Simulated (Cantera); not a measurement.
An isothermal, constant-pressure homogeneous reactor starts with C₂H₆ : N₂ : H₂O = 1 : 11 : 0.24 (molar parts), at 1248 K and 0.0267 bar.

Model: GRI-Mech 3.0 (53 species, 325 reactions), integrated in Cantera. GRI-Mech 3.0 stops at C3 and has no aromatics, soot or wall deposition, so with more carbon than oxygen in the feed, carbon stays in small species such as C2H2 where larger ones or solid carbon would form. Radical loss at walls, strong at low pressure, is not modelled.

x: mole fraction; the columns are a selection and need not sum to one.

```csv
t (s),x C₂H₆,x H₂,x C₂H₂,x CH₃,x CH₄
1.00e-5,0.0817,9.18e-11,<1e-12,1.13e-6,2.68e-9
4.60e-5,0.0817,4.22e-9,<1e-12,5.17e-6,5.64e-8
0.000211,0.0817,…,<1e-12,…,…
0.000972,0.0816,4.70e-5,2.43e-9,8.78e-5,2.18e-5
0.00447,0.0791,…,…,…,…
0.0206,0.0616,0.0154,0.000375,0.000359,0.00331
0.0946,0.0151,0.0541,0.00673,0.000179,0.0140
0.435,0.000303,0.0811,0.0248,2.15e-5,0.0177
2.00,1.04e-5,0.0922,0.0363,4.16e-6,0.0176
```

Q: Fill in the missing entries.

A: 
- 0.000211, x H₂: 4.93e-7
- 0.000211, x CH₃: 2.29e-5
- 0.000211, x CH₄: 1.16e-6
- 0.00447, x H₂: 0.00183
- 0.00447, x C₂H₂: 4.30e-6
- 0.00447, x CH₃: 0.000280
- 0.00447, x CH₄: 0.000340
